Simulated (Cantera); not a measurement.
Mixture: 9.09 % C3H8, 25.3 % O2, 65.6 % N2, at 1000000 Pa, adiabatic and at constant pressure. Ignition delay is the time to a rise of 400 K.

Cantera simulation using GRI-Mech 3.0 (53 species, 325 reactions); the numbers are that mechanism's predictions, not measurements. GRI-Mech 3.0 was tuned for natural gas; its chemistry of propane as a main component is partial and can be far from experiment.

**Question.** Predict: delay at 1025 K; delay at 1125 K; delay at 1225 K; delay at 1325 K; delay at 1425 K; delay at 1525 K; apparent activation energy between 1325 and 1525 K.

**Answer.** delay at 1025 K: 37.2 ms
delay at 1125 K: 5.72 ms
delay at 1225 K: 0.912 ms
delay at 1325 K: 0.168 ms
delay at 1425 K: 40.1 µs
delay at 1525 K: 12.7 µs
apparent activation energy between 1325 and 1525 K: 220 kJ/mol
